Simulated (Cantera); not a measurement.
# Pyrogenic steam for wet oxidation

An isothermal, constant-pressure homogeneous reactor starts with 10.9 % H2, 11.0 % O2, 78.1 % N2, equivalence ratio 0.49, at 1098 K and 1.00 bar.

Computed with Cantera and GRI-Mech 3.0 (53 species, 325 reactions). The temperature is held fixed by assumption; the heat of reaction is taken as removed at once.

| t (s) | x H2 | x O2 | x OH | x O | x NO2 |
|---|---|---|---|---|---|
| 4.00e-6 | 0.109 | 0.110 | 2.87e-11 | 5.57e-11 | <1e-12 |
| 1.32e-5 | 0.109 | 0.110 | 2.02e-10 | 4.51e-10 | <1e-12 |
| 4.35e-5 | 0.109 | 0.110 | 8.61e-9 | 1.97e-8 | <1e-12 |
| 0.000143 | 0.0854 | 0.0993 | 0.00100 | 0.00162 | 1.83e-11 |
| 0.000473 | 0.00219 | 0.0597 | 0.000133 | 8.68e-5 | 2.19e-8 |
| 0.00156 | 0.000746 | 0.0591 | 2.71e-5 | 1.04e-5 | 1.30e-7 |
| 0.00514 | 0.000280 | 0.0589 | 9.87e-6 | 1.94e-6 | 3.34e-7 |
| 0.0169 | 7.43e-5 | 0.0588 | 4.30e-6 | 2.93e-7 | 5.51e-7 |
| 0.0558 | 1.16e-5 | 0.0588 | 1.88e-6 | 2.68e-8 | 6.39e-7 |
| 0.184 | 6.48e-7 | 0.0588 | 9.41e-7 | 2.50e-9 | 4.21e-7 |
| 0.607 | 7.02e-9 | 0.0588 | 4.76e-7 | 5.01e-10 | 1.39e-7 |
| 2.00 | 6.68e-10 | 0.0588 | 4.31e-7 | 4.06e-10 | 3.42e-8 |
x: mole fraction; the columns are a selection and need not sum to one.

Equilibrium at this temperature and pressure: H2 6.00e-10, O2 0.0587, OH 5.15e-7, O 5.79e-10, NO2 6.93e-7 (gas phase only).
